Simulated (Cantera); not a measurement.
Charge: 1 mol C2F6, 0.15 mol H2, held at 2452 °C.

Cantera equilibrium calculation (NASA polynomials, part measured and part estimated; ideal gas, pure solids and liquids). Candidate condensed phases: C, C6H6, C7H8, C8H18; 95 gas species. The feed counts by its element totals alone. Gases not in the tables: C2F6 and larger saturated fluorocarbons. The numbers say what is thermodynamically allowed, not how fast it happens.

Task: What share of the C ends up in condensed phases as a function of P (Pa), at 1, 10, 100, 1000, 10000, 100000?

Result: 
```tsv
P (Pa)	C condensed (%)	as
1	0.0	-
10	0.0	-
100	65.6	C(graphite)
1000	47.9	C(graphite)
10000	0.8	C(graphite)
100000	1.8	C(graphite)
```
